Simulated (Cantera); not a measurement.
An adiabatic, constant-volume homogeneous reactor starts with H2 : O2 : N2 : NO = 1 : 1.43 : 5.37 : 0.01 (molar parts), at 1700 K and 6.90 bar.

Detailed kinetics in Cantera: GRI-Mech 3.0 (53 species, 325 reactions). The hydrogen kinetics of GRI-Mech 3.0 are dated; newer H2 mechanisms differ, most at raised pressure.

Question: Predict: time of steepest temperature rise; temperature at 4.00 s; equilibrium temperature; x(H2) at 4.00 s; x(O2) at 4.00 s; x(NO) at 4.00 s; x(N2) at 4.00 s; x(H2O) at 4.00 s; x(NO2) at 4.00 s.

Answer: 
- time of steepest temperature rise: 1.32 µs
- temperature at 4.00 s: 2637 K
- equilibrium temperature: 2637 K
- x(H2) at 4.00 s: 0.00135 (gas-phase equilibrium 0.00135)
- x(O2) at 4.00 s: 0.113 (gas-phase equilibrium 0.113)
- x(NO) at 4.00 s: 0.0204 (gas-phase equilibrium 0.0204)
- x(N2) at 4.00 s: 0.721 (gas-phase equilibrium 0.721)
- x(H2O) at 4.00 s: 0.128 (gas-phase equilibrium 0.128)
- x(NO2) at 4.00 s: 3.68e-5 (gas-phase equilibrium 3.68e-5)
